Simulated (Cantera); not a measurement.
A Cantera script and what it prints.

```python
import numpy as np
import cantera as ct

gas_names = [...]  # 123 gases of nasa_gas.yaml made of C, H, O, Si
cond_names = """
    C(gr) C6H6(L) C7H8(L) C8H18(L),n-octa H2O(s) H2O(L) Si(cr) Si(L) SiC(b) SiO2(Lqz) SiO2(hqz) SiO2(L)
""".split()


# ... load() reads the species with a 1 bar reference pressure and builds the phases ...
atoms = {
    'SiO2': {'Si': 1, 'O': 2},
    'CH4': {'C': 1, 'H': 4},
    'H2': {'H': 2},
}
top_T = {'C(gr)': 4500, 'SiC(b)': 3050}  # K; cautious upper limits of use, not melting points


# ... equilibrate(T, P, feed) seeds the gas with the atoms and calls Mixture.equilibrate('TP', solver="vcs", rtol=1e-11, max_steps=5000) ...
results = []
feed = {'SiO2': 1, 'CH4': 5.6, 'H2': 0.36}  # mol
P = 2200  # Pa
for T in [873, 973, 1073, 1173, 1273, 1373, 1473]:
    mix = equilibrate(T, P, feed)
    results.append((T, P, feed, dict(zip(mix.species_names, mix.species_moles))))

top = {s: max(r[3][s] / sum(r[3][g] for g in gas_names) for r in results) for s in gas_names}
cols = sorted((s for s in top if top[s] > 0.001), key=lambda s: -top[s])[:7]
seen = [c for c in cond_names if any(r[3].get(c, 0) > 1e-12 for r in results)]
print("log10 of partial pressures in bar; condensed amounts in mol")
print(f"{'T/K':>10s}" + "".join(f"{s[:9]:>10s}" for s in cols + seen))
for T, P, feed, n in results:
    ng = sum(n[g] for g in gas_names)
    print(f"{T:10.4g}" + "".join(f"{np.log10(max(n[s] / ng * P / 1e5, 1e-99)):10.3f}" for s in cols)
          + "".join(f"{n.get(c, 0):10.4g}" for c in seen))
```

Output:

```
log10 of partial pressures in bar; condensed amounts in mol
       T/K        H2        CO       CH4     C(gr)    SiC(b) SiO2(hqz)
       873    -1.662    -9.219    -3.672     5.489 1.716e-07         1
       973    -1.659    -7.345    -4.209     5.568 1.201e-05         1
      1073    -1.658    -5.824    -4.654     5.587 0.0003946    0.9996
      1173    -1.658    -4.567    -5.028     5.574  0.007132    0.9929
      1273    -1.664    -3.511    -5.355     5.351   0.08217    0.9177
      1373    -1.709    -2.612    -5.716     3.431    0.7223    0.2761
      1473    -1.727    -2.490    -5.986     2.606    0.9965         0
```

These are equilibrium values from Cantera (NASA tables, ideal gas, pure condensed phases), not measurements of a reactor. Mutual solubility and eutectic melting of coexisting phases are not modelled. The tables hold silica as quartz up to 1696 K and as liquid above; real silica turns to tridymite and cristobalite and melts near 1996 K.
